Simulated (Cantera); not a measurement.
Cantera run:

```python
import numpy as np
import cantera as ct

gas_names = """
    C2H6 C2H4
""".split()
cond_names = """
    TaC(s) TaC(L) Ta(cr) Ta(L)
""".split()


# ... load() reads the species with a 1 bar reference pressure and builds the phases ...
species = {s.name: s for s in load("nasa_gas.yaml", gas_names) + load("nasa_condensed.yaml", cond_names)}
# Each term lists the table entries of one substance; the one whose range holds T is used.
reactions = {
    '2 C2H6(g) + 2 TaC = 2 Ta + 3 C2H4(g)':
        [(-2, ['C2H6']), (-2, ['TaC(s)', 'TaC(L)']), (2, ['Ta(cr)', 'Ta(L)']), (3, ['C2H4'])],
}


def pick(names, T):
    return next(species[n] for n in names if species[n].thermo.min_temp <= T <= species[n].thermo.max_temp)


results = []
for label, terms in reactions.items():
    print(label)
    print("     T/K   dH/kJ  dS/(J/K)   dG/kJ   log10 K")
    for T in [1573, 1773, 1973, 2173, 2373, 2573, 2773, 2973]:
        used = [(nu, pick(names, T)) for nu, names in terms]
        dH = sum(nu * s.thermo.h(T) for nu, s in used) / 1e6
        dS = sum(nu * s.thermo.s(T) for nu, s in used) / 1e3
        dG = dH - T * dS / 1e3
        logK = -dG * 1e6 / (ct.gas_constant * T * np.log(10))
        results.append((label, T, dH, dS, dG, logK, [s.name for _, s in used]))
        print(f"{T:8g} {dH:8.1f} {dS:8.1f} {dG:8.1f} {logK:8.2f}")
```

It prints:

```
2 C2H6(g) + 2 TaC = 2 Ta + 3 C2H4(g)
     T/K   dH/kJ  dS/(J/K)   dG/kJ   log10 K
    1573    602.5    186.3    309.4   -10.28
    1773    599.6    184.6    272.3    -8.02
    1973    596.4    182.9    235.6    -6.24
    2173    593.0    181.2    199.2    -4.79
    2373    589.5    179.7    163.1    -3.59
    2573    585.9    178.2    127.3    -2.58
    2773    582.5    177.0     91.8    -1.73
    2973    579.5    175.9     56.5    -0.99
```

Cantera with NASA thermochemical tables; ideal gases at 1 bar, condensed phases pure. TaC: taken at fixed stoichiometry. Condensed species are held in their standard states even where they would react or evaporate.
